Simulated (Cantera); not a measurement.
Abatement and gas-phase synthesis: HI + H2O + H2

Input: 1 mol HI, 1.4 mol H2O, 0.32 mol H2, at 0.133 bar.

Method: chemical equilibrium by Gibbs-energy minimisation in Cantera with the NASA 1993 tables (ideal gas, pure condensed phases). Candidate condensed phases: H2O, I2; 25 gas species. Ions and electrons are included (thermal ionisation). Equilibrium is a limit: real reactors are often held back by kinetics, nucleation or transport.

| T (K) | log p H | log p H2O | log p I | log p H2 | log p O | log p OH | log p HI | log p O2 |
|---|---|---|---|---|---|---|---|---|
| 2000 | -3.53 | -1.23 | -1.42 | -1.49 | -6.45 | -4.27 | -2.39 | -6.56 |
| 2250 | -2.87 | -1.24 | -1.41 | -1.49 | -4.99 | -3.45 | -2.62 | -5.12 |
| 2500 | -2.35 | -1.26 | -1.41 | -1.50 | -3.82 | -2.79 | -2.83 | -3.97 |
| 2750 | -1.93 | -1.34 | -1.43 | -1.52 | -2.92 | -2.31 | -3.02 | -3.13 |
| 3000 | -1.58 | -1.54 | -1.48 | -1.55 | -2.28 | -2.05 | -3.23 | -2.68 |
| 3250 | -1.32 | -1.95 | -1.56 | -1.66 | -1.90 | -2.01 | -3.48 | -2.59 |
| 3500 | -1.18 | -2.57 | -1.63 | -1.90 | -1.70 | -2.18 | -3.78 | -2.78 |
| 3750 | -1.11 | -3.32 | -1.68 | -2.22 | -1.61 | -2.48 | -4.07 | -3.13 |
| 4000 | -1.08 | -4.08 | -1.70 | -2.57 | -1.58 | -2.82 | -4.34 | -3.51 |
| 4250 | -1.07 | -4.79 | -1.70 | -2.91 | -1.57 | -3.15 | -4.59 | -3.89 |
| 4500 | -1.07 | -5.44 | -1.71 | -3.21 | -1.57 | -3.45 | -4.81 | -4.23 |
| 4750 | -1.07 | -6.03 | -1.71 | -3.49 | -1.57 | -3.73 | -5.01 | -4.54 |
| 5000 | -1.06 | -6.56 | -1.71 | -3.74 | -1.57 | -3.98 | -5.19 | -4.82 |
log p: log10 of the partial pressure in bar; nothing condenses.

From 2000 K to 5000 K nothing is condensed.
